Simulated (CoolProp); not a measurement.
Properties of R1224YDZ along the isotherm 101.75 °C.

The numbers come from the reference Helmholtz-energy equation of state, Akasaka 2023 in CoolProp.

```
p (MPa)   phase  cp (kJ/(kg K))  cv (kJ/(kg K))
-------  ------  --------------  --------------
0.0158      gas               …          0.8295
0.0325      gas          0.8878               …
0.0667      gas               …          0.8320
0.137       gas          0.8985               …
0.281       gas          0.9151          0.8434
0.578       gas          0.9585          0.8618
2.44     liquid           1.360          0.9202
5        liquid           1.315               …
```

Problem. Fill in the missing entries.

Solution. 
- 0.0158, cp (kJ/(kg K)): 0.8862
- 0.0325, cv (kJ/(kg K)): 0.8303
- 0.0667, cp (kJ/(kg K)): 0.8912
- 0.137, cv (kJ/(kg K)): 0.8356
- 5, cv (kJ/(kg K)): 0.9167
